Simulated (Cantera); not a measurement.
Standard-state values (1 bar) from the NASA 1993 polynomials, evaluated with Cantera. Values are per mole of reaction as written; species without (g) are pure solids or liquids, kept so even where they would boil at 1 bar.

S2(g) + SiH4(g) ⇌ Si + 2 H2S(g), with ΔH° = -203.7 kJ and ΔS° = -2.5 J/K at 300 K.

Q: How far is the shortcut ΔG° ≈ ΔH°(300 K) − T·ΔS°(300 K) from the full temperature-dependent value at 1350, 1550, 1750, 1950, 2150, 2350, 2550, 2750, 2950 K?

A: 
| T (K) | shortcut (kJ) | full (kJ) | difference (kJ) | difference in log10 K | condensed phases |
|---|---|---|---|---|---|
| 1350 | -200.3 | -204.2 | 3.9 | -0.15 | Si(s) |
| 1550 | -199.8 | -204.2 | 4.4 | -0.15 | Si(s) |
| 1750 | -199.3 | -205.9 | 6.6 | -0.20 | Si(l) |
| 1950 | -198.7 | -211.6 | 12.9 | -0.35 | Si(l) |
| 2150 | -198.2 | -217.3 | 19.1 | -0.46 | Si(l) |
| 2350 | -197.7 | -222.9 | 25.2 | -0.56 | Si(l) |
| 2550 | -197.2 | -228.5 | 31.3 | -0.64 | Si(l) |
| 2750 | -196.7 | -234.0 | 37.3 | -0.71 | Si(l) |
| 2950 | -196.2 | -239.4 | 43.2 | -0.76 | Si(l) |
The shortcut ignores heat capacities and the phase changes listed.
